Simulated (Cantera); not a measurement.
An isothermal, constant-pressure homogeneous reactor starts with 9.09 % CH₄, 90.9 % N₂, at 1848 K and 0.860 bar.

Model: GRI-Mech 3.0 (53 species, 325 reactions), integrated in Cantera. GRI-Mech 3.0 stops at C3 and has no aromatics, soot or wall deposition, so with more carbon than oxygen in the feed, carbon stays in small species such as C2H2 where larger ones or solid carbon would form.

### Question
Predict: x(CH₄) at 2.00 s; x(CH₂) at 2.00 s; x(H₂) at 2.00 s; x(HCN) at 2.00 s; x(C₂H) at 2.00 s.

### Answer
```json
{
 "x(CH₄) at 2.00 s": "0.000312 (gas-phase equilibrium 0.000164)",
 "x(CH₂) at 2.00 s": "1.95e-8 (gas-phase equilibrium 1.02e-8)",
 "x(H₂) at 2.00 s": "0.124 (gas-phase equilibrium 0.125)",
 "x(HCN) at 2.00 s": "2.40e-5 (gas-phase equilibrium 0.0604)",
 "x(C₂H) at 2.00 s": "7.21e-7 (gas-phase equilibrium 1.97e-7)"
}
```
